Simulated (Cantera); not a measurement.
A perfectly stirred reactor is fed with NO : N2 = 1 : 0.27 (molar parts), at 0.375 atm; it is held at 1950 K, and followed from long to short residence time.

Model: GRI-Mech 3.0 (53 species, 325 reactions), integrated in Cantera.

Task: Predict: x(NO) at τ = 1.50 s; x(NO2) at τ = 1.50 s; x(N2O) at τ = 1.50 s; x(O) at τ = 1.50 s; x(O2) at τ = 1.50 s; x(NO) at τ = 11.0 ms; x(NO2) at τ = 11.0 ms; x(N2O) at τ = 11.0 ms; x(O) at τ = 11.0 ms; x(O2) at τ = 11.0 ms.

Result: 
```json
{
  "x(NO) at τ = 1.50 s": "0.442",
  "x(NO2) at τ = 1.50 s": "0.000465",
  "x(N2O) at τ = 1.50 s": "7.66e-5",
  "x(O) at τ = 1.50 s": "0.000315",
  "x(O2) at τ = 1.50 s": "0.172",
  "x(NO) at τ = 11.0 ms": "0.783",
  "x(NO2) at τ = 11.0 ms": "0.000204",
  "x(N2O) at τ = 11.0 ms": "0.000237",
  "x(O) at τ = 11.0 ms": "9.25e-5",
  "x(O2) at τ = 11.0 ms": "0.00210"
}
```
